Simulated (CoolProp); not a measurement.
Saturation properties of nitrous oxide (Tc = 36.4 °C, pc = 72.45 bar, ω = 0.161).

The numbers come from the reference Helmholtz-energy equation of state, Lemmon 2006 in CoolProp. It is a short technical equation, of lower accuracy than the large ones.

```csv
T (°C),p (bar),liquid density (kg/m³),vapour density (kg/m³)
-76.25,1.997,1194,5.607
-71.75,2.504,1180,6.927
-67.25,(withheld),(withheld),8.475
-62.65,3.827,1151,10.32
-58.15,4.651,1137,12.41
-53.65,5.602,1122,14.81
-49.15,6.692,1107,17.55
-44.65,(withheld),1091,20.68
-40.15,9.338,(withheld),24.24
```

What belongs in the gaps?


- -67.25, p (bar): 3.105
- -67.25, liquid density (kg/m³): 1166
- -44.65, p (bar): 7.933
- -40.15, liquid density (kg/m³): 1075

It boils at -88.5 °C under 1 atm.
